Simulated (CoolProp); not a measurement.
Vapour-liquid equilibrium of R143a (1) + R236FA (2) at -50.15 °C; x and y are mole fractions of (1).

Values from CoolProp's multi-fluid Helmholtz-energy mixture model, Lemmon and Jacobsen 2000 and Pan 2012; pair parameters Bell 2016.

Give the bubble pressure and the first vapour's composition at x = 0.25, 0.55, 0.85. Is there an azeotrope?

x = 0.25: 26.04 kPa, y = 0.777; x = 0.55: 50.21 kPa, y = 0.931; x = 0.85: 75.41 kPa, y = 0.985. No azeotrope shows between x = 0.05 and 0.95.

Pair parameters are fitted to limited data, so mixtures are less certain than the pure fluids.
